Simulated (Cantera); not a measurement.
A perfectly stirred reactor is fed with H2 : O2 : N2 = 1 : 0.847 : 3.19 (molar parts), equivalence ratio 0.59, at 5.00 bar; it is adiabatic with a 350 K inlet, and is followed from long to short residence time, starting on the burning branch (τ in s: 0.16, 0.048, 0.014, 0.0044, 0.0013, 0.00041, 0.00012, 3.7e-05, 1.1e-05).

Model: GRI-Mech 3.0 (53 species, 325 reactions), integrated in Cantera. The hydrogen kinetics of GRI-Mech 3.0 are dated; newer H2 mechanisms differ, most at raised pressure.

Problem. What does this change do: inlet temperature 350 to 550 K?

Solution. 
```csv
quantity,before,after
"blow-out, bracketed by the residence times tried","burning at 11.0 µs, the shortest tried","burning at 11.0 µs, the shortest tried"
x(H2) at τ = 0.160 s,5.35e-5,0.000137
x(O2) at τ = 0.160 s,0.0762,0.0757
x(H2O2) at τ = 0.160 s,1.76e-7,2.78e-7
x(H2O) at τ = 0.160 s,0.220,0.219
x(HO2) at τ = 0.160 s,1.87e-6,3.32e-6
x(H2) at τ = 1.30 ms,0.000835,0.000855
x(O2) at τ = 1.30 ms,0.0760,0.0756
x(H2O2) at τ = 1.30 ms,7.53e-7,5.75e-7
x(H2O) at τ = 1.30 ms,0.218,0.217
x(HO2) at τ = 1.30 ms,1.46e-5,9.64e-6
```
